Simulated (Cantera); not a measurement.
Input: 1 mol Si₂Cl₆, 0.55 mol N₂, 18 mol H₂, held at 1052 °C and 133 Pa.

Cantera equilibrium calculation (NASA polynomials, part measured and part estimated; ideal gas, pure solids and liquids). Candidate condensed phases: NH₄Cl, Si, Si₃N₄; 28 gas species. The feed counts by its element totals alone. N₂ is the only nitrogen source here; it is nearly inert below about 1500 K, so the nitride shown seldom forms there in practice. The tables' values for SiCl₃ are old estimates; treat these amounts as uncertain. Rates play no part.

Base state: H₂ 0.776, HCl 0.163, SiCl₂ 0.0539, SiCl₃ 0.00327, N₂ 0.00165, SiCl₄ 0.00108, SiHCl₃ 0.000263, H 3.95e-5 (mole fractions); condensed: Si₃N₄(s).

What changes in the equilibrium state with this change: Si₂Cl₆ replaced by trisilylamine?


```
species          before     after
-------------  --------  --------
H₂                0.776     0.999
N₂              0.00165  0.000712
H               3.95e-5   4.48e-5
HCl               0.163         0
SiCl₂            0.0539         0
SiCl₃           0.00327         0
SiCl₄           0.00108         0
SiHCl₃         0.000263         0
Si₃N₄(s), mol     0.258     0.517
Si(s), mol            0      1.45
```
Mutual solubility and eutectic melting of coexisting phases are not modelled.
